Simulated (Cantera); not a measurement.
A freely propagating, adiabatic, planar premixed flame of 12.0 % CH4, 18.5 % O2, 69.5 % N2, equivalence ratio 1.3, unburnt at 700 K and 1.00 bar; unity-Lewis-number transport, grid criteria slope 0.08 and curve 0.16, no radiation.

Computed with Cantera and GRI-Mech 3.0 (53 species, 325 reactions). Unity Lewis numbers drop preferential diffusion, which matters most where H2 and H carry the flame. Burning velocities carry a grid error of a few per cent, more on coarse grids.

x: mole fraction of selected species; z is measured from the peak of heat release.

```csv
z (mm),T (K),u (m/s),x CH4,x O2,x HO2,x HCO,x CH2CO,x HCN
-1.33,701,0.891,0.120,0.185,4.80e-8,<1e-8,2.03e-7,2.32e-8
-0.889,709,0.901,0.119,0.184,4.06e-7,<1e-8,1.72e-6,1.96e-7
-0.667,732,0.931,0.117,0.182,___,<1e-8,___,___
-0.445,847,1.08,0.107,0.169,6.75e-6,<1e-8,2.92e-5,3.33e-6
-0.222,1278,1.67,0.0674,0.117,3.66e-5,4.00e-7,0.000120,1.37e-5
-0.111,___,2.21,___,___,___,___,___,___
0,2007,2.73,0.00472,0.0247,2.40e-5,4.55e-5,9.12e-5,3.44e-5
0.111,2130,2.90,0.000184,0.00723,2.71e-6,9.47e-6,8.57e-6,2.54e-5
0.222,2159,2.94,4.97e-6,0.00369,1.33e-6,5.88e-7,4.47e-7,1.18e-5
0.445,2189,2.97,1.32e-8,0.00248,9.57e-7,1.45e-7,<1e-8,2.52e-6
0.889,2227,3.02,<1e-8,0.00169,6.68e-7,1.12e-7,<1e-8,1.93e-7
1.78,2267,3.06,<1e-8,0.000968,3.91e-7,7.94e-8,<1e-8,<1e-8
3.56,2300,3.10,<1e-8,0.000465,1.89e-7,5.28e-8,<1e-8,<1e-8
```

What belongs in the gaps?


- -0.667, x HO2: 1.48e-6
- -0.667, x CH2CO: 6.29e-6
- -0.667, x HCN: 7.18e-7
- -0.111, T (K): 1659
- -0.111, x CH4: 0.0314
- -0.111, x O2: 0.0694
- -0.111, x HO2: 6.99e-5
- -0.111, x HCO: 1.17e-5
- -0.111, x CH2CO: 0.000183
- -0.111, x HCN: 2.37e-5
